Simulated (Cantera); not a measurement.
## Diamond growth

A diamond (100) surface in a fixed gas of H2 with x(CH4) = 0.013, x(H) = 0.00023, x(CH3) = 0.0007, at 950 K; coverages are run to steady state.

Computed with Cantera and the Harris–Goodwin 1993 mechanism for the reconstructed diamond (100) surface.

```tsv
P (Pa)	growth (µm/h)	θ c6HH	θ c6H*	θ c6*H	θ c6**	θ c6HM
480	0.209	0.397	0.00826	0.196	0.00200	0.303
920	0.497	0.333	0.00687	0.163	0.00166	0.380
1700	1.04	0.287	0.00587	0.139	0.00142	0.434
3300	2.20	0.254	0.00516	0.122	0.00125	0.473
6300	4.40	0.235	0.00474	0.113	0.00115	0.496
12000	8.59	0.225	0.00451	0.107	0.00109	0.509
23000	16.7	0.219	0.00439	0.104	0.00106	0.516
43000	31.4	0.216	0.00432	0.103	0.00104	0.519
```
θ: site fractions in the mechanism's names (c6HH fully hydrogenated, c6H* and c6*H radical sites, c6** diradical, c6HM methylated).
